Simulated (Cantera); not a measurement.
Cantera run:

```python
import numpy as np
import cantera as ct

gas_names = """
    C CN CO CO2 C2 CCN CNC C2N2 C2O C3 C3O2 C4 C4N2 C5 Fe FeC5O5 FeO N NCO NO NO2 NO3 N2 N2O O O2 O3
""".split()
cond_names = """
    C(gr) Fe(a) Fe(c) Fe(d) Fe(L) FeC5O5(L) FeO(s) FeO(L) Fe2O3(s) Fe3O4(s)
""".split()


# ... load() reads the species with a 1 bar reference pressure and builds the phases ...
atoms = {
    'Fe(CO)5': {'Fe': 1, 'C': 5, 'O': 5},
    'N2': {'N': 2},
}
top_T = {'C(gr)': 4500, 'Fe2O3(s)': 1830, 'Fe3O4(s)': 1870}  # K; cautious upper limits of use, not melting points


# ... equilibrate(T, P, feed) seeds the gas with the atoms and calls Mixture.equilibrate('TP', solver="vcs", rtol=1e-11, max_steps=5000) ...
results = []
feed = {'Fe(CO)5': 1, 'N2': 1.6}  # mol
P = 133.322  # Pa
for T in [875, 975, 1075, 1175, 1275, 1375, 1475, 1575]:
    mix = equilibrate(T, P, feed)
    results.append((T, P, feed, dict(zip(mix.species_names, mix.species_moles))))

top = {s: max(r[3][s] / sum(r[3][g] for g in gas_names) for r in results) for s in gas_names}
cols = sorted((s for s in top if top[s] > 1e-05), key=lambda s: -top[s])[:5]
seen = [c for c in cond_names if any(r[3].get(c, 0) > 1e-12 for r in results)]
print("log10 of partial pressures in bar; condensed amounts in mol")
print(f"{'T/K':>10s}" + "".join(f"{s[:9]:>10s}" for s in cols + seen))
for T, P, feed, n in results:
    ng = sum(n[g] for g in gas_names)
    print(f"{T:10.4g}" + "".join(f"{np.log10(max(n[s] / ng * P / 1e5, 1e-99)):10.3f}" for s in cols)
          + "".join(f"{n.get(c, 0):10.4g}" for c in seen))
```

Result:

```
log10 of partial pressures in bar; condensed amounts in mol
       T/K        CO        N2       CO2        Fe     C(gr)     Fe(a)     Fe(c)
       875    -3.001    -3.487    -4.971   -16.885   0.05247         1         0
       975    -2.996    -3.490    -6.010   -14.375  0.004835         1         0
      1075    -2.996    -3.490    -6.858   -12.346 0.0006861         1         0
      1175    -2.996    -3.491    -7.559   -10.677 0.0001368         1         0
      1275    -2.996    -3.491    -8.146    -9.277  3.54e-05         0         1
      1375    -2.996    -3.491    -8.644    -8.086 1.124e-05         0         1
      1475    -2.996    -3.491    -9.072    -7.059 4.184e-06         0    0.9996
      1575    -2.996    -3.491    -9.443    -6.165 1.706e-06         0    0.9966
```

Method: chemical equilibrium by Gibbs-energy minimisation in Cantera with the NASA 1993 tables (ideal gas, pure condensed phases). Condensed phases not in the tables: cementite and carbon dissolved in iron.
